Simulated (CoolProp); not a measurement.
Vapour-liquid equilibrium of propane (1) + isopentane (2) at 78.2 kPa; x and y are mole fractions of (1).

Computed with CoolProp (multi-fluid Helmholtz-energy mixture model, Lemmon 2009 and Lemmon 2006; pair parameters Kunz 2012).

```tsv
x	bubble temperature (K)	y at the bubble point	dew temperature at overall composition x (K)	liquid density (mol/L)
0.05	279.6	0.438	292.4	8.876
0.2	256.6	0.827	288.0	9.574
0.35	245.7	0.917	283.0	10.22
0.5	238.9	0.954	277.0	10.91
0.65	233.9	0.975	269.5	11.64
0.8	229.8	0.988	259.1	12.39
0.95	226.4	0.997	239.8	13.10
```

No azeotrope shows between x = 0.05 and 0.95.

Pair parameters are fitted to limited data, so mixtures are less certain than the pure fluids.
